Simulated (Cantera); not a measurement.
Moist CO burnout

A perfectly stirred reactor is fed with 0.185 % CO, 1.65 % O₂, 0.972 % H₂O, 97.2 % N₂, equivalence ratio 0.056, at 760 Torr; it is held at 1448 K, and followed from long to short residence time.

Detailed kinetics in Cantera: GRI-Mech 3.0 (53 species, 325 reactions).

```
τ (s)       x CO    x O₂    x H₂O     x NO    x N₂O
------  --------  ------  -------  -------  -------
0.37     3.48e-5  0.0156  0.00970  3.59e-7  4.82e-7
0.22     4.94e-5  0.0156  0.00969  3.47e-7  5.52e-7
0.13     7.02e-5  0.0156  0.00969  3.21e-7  6.01e-7
0.079    9.78e-5  0.0156  0.00968  2.86e-7  6.20e-7
0.047   0.000138  0.0156  0.00967  2.43e-7  6.10e-7
0.028   0.000192  0.0157  0.00966  2.00e-7  5.75e-7
0.017   0.000264  0.0157  0.00964  1.61e-7  5.25e-7
0.010   0.000366  0.0157  0.00962  1.25e-7  4.62e-7
0.0060  0.000496  0.0158  0.00960  9.40e-8  3.96e-7
0.0036  0.000661  0.0159  0.00958  6.72e-8  3.27e-7
```
x: mole fraction; the columns are a selection and need not sum to one.
